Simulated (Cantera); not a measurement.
A closed system holds: 1 mol SiH2Cl2, 0.013 mol Cl2, 12 mol N2, held at 1675 K and 323 Torr.

Cantera equilibrium calculation (NASA polynomials, part measured and part estimated; ideal gas, pure solids and liquids). Candidate condensed phases: NH4Cl, Si, Si3N4; 28 gas species. The tables' values for SiCl3 are old estimates; treat these amounts as uncertain. The numbers say what is thermodynamically allowed, not how fast it happens.

Base state: N2 0.857, HCl 0.0865, H2 0.0307, SiCl2 0.0174, SiCl3 0.00515, SiCl4 0.00316, SiHCl3 0.000202, Cl 6.82e-5 (mole fractions); condensed: Si3N4(s).

Q: What changes in the equilibrium state with this change: temperature from 1675 K to 1400 K?

A: 
```csv
species,before,after
N2,0.857,0.861
HCl,0.0865,0.0987
H2,0.0307,0.0257
SiCl2,0.0174,0.000694
SiCl4,0.00316,0.0119
H,3.10e-5,1.19e-6
Cl,6.82e-5,3.76e-6
SiCl3,0.00515,0.00139
SiHCl3,0.000202,0.000219
"Si3N4(s), mol",0.217,0.271
```
N2 is the only nitrogen source here; it is nearly inert below about 1500 K, so the nitride shown seldom forms there in practice.
